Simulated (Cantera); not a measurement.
A Cantera script and what it prints.

```python
import numpy as np
import cantera as ct

gas_names = """
    N2O O3
""".split()
cond_names = """
    Cr2O3(s) Cr2O3(L) Cr2N(s)
""".split()


# ... load() reads the species with a 1 bar reference pressure and builds the phases ...
species = {s.name: s for s in load("nasa_gas.yaml", gas_names) + load("nasa_condensed.yaml", cond_names)}
# Each term lists the table entries of one substance; the one whose range holds T is used.
reactions = {
    '3 N2O(g) + 6 Cr2O3 = 7 O3(g) + 6 Cr2N':
        [(-3, ['N2O']), (-6, ['Cr2O3(s)', 'Cr2O3(L)']), (7, ['O3']), (6, ['Cr2N(s)'])],
}


def pick(names, T):
    return next(species[n] for n in names if species[n].thermo.min_temp <= T <= species[n].thermo.max_temp)


results = []
for label, terms in reactions.items():
    print(label)
    print("     T/K   dH/kJ  dS/(J/K)   dG/kJ   log10 K")
    for T in [300, 923, 1023, 1123, 1223, 1323, 1423, 1523, 1623, 1723, 1823]:
        used = [(nu, pick(names, T)) for nu, names in terms]
        dH = sum(nu * s.thermo.h(T) for nu, s in used) / 1e6
        dS = sum(nu * s.thermo.s(T) for nu, s in used) / 1e3
        dG = dH - T * dS / 1e3
        logK = -dG * 1e6 / (ct.gas_constant * T * np.log(10))
        results.append((label, T, dH, dS, dG, logK, [s.name for _, s in used]))
        print(f"{T:8g} {dH:8.1f} {dS:8.1f} {dG:8.1f} {logK:8.2f}")
```

Result:

```
3 N2O(g) + 6 Cr2O3 = 7 O3(g) + 6 Cr2N
     T/K   dH/kJ  dS/(J/K)   dG/kJ   log10 K
     300   6804.8    922.7   6528.0 -1136.61
     923   6778.3    862.3   5982.4  -338.55
    1023   6778.7    862.8   5896.1  -301.05
    1123   6779.8    863.7   5809.8  -270.23
    1223   6781.6    865.2   5723.4  -244.44
    1323   6784.5    867.5   5636.7  -222.54
    1423   6788.8    870.7   5549.8  -203.72
    1523   6794.8    874.7   5462.6  -187.35
    1623   6802.7    879.7   5374.9  -172.98
    1723   6812.6    885.7   5286.6  -160.27
    1823   6824.8    892.5   5197.7  -148.93
```

Cantera with NASA thermochemical tables; ideal gases at 1 bar, condensed phases pure. Condensed species are held in their standard states even where they would react or evaporate.
